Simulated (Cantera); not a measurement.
Input: 1 mol c-C4F8, 0.34 mol HCl, equilibrated at 2875 °C and 133 Pa.

Equilibrium computed with Cantera from the NASA thermochemical tables; the gas is ideal and each condensed phase is pure. Candidate condensed phases: C, C6H6, C7H8, C8H18; 118 gas species. The feed counts by its element totals alone. Kinetics and transport are ignored.

Base state: F 0.721, C3 0.0811, C 0.0620, CF 0.0475, Cl 0.0337, HF 0.0225, C2 0.0199, H 0.0111 (mole fractions); condensed: gas only.

What changes in the equilibrium state with this change: HCl from 0.34 to 0.24 mol?


```csv
species,before,after
F,0.721,0.737
C3,0.0811,0.0822
C,0.0620,0.0623
Cl,0.0337,0.0241
HF,0.0225,0.0162
H,0.0111,0.00784
CF,0.0475,0.0488
C2,0.0199,0.0201
HCl,1.24e-5,6.29e-6
C2H,3.97e-5,2.83e-5
CF2,0.000888,0.000933
```
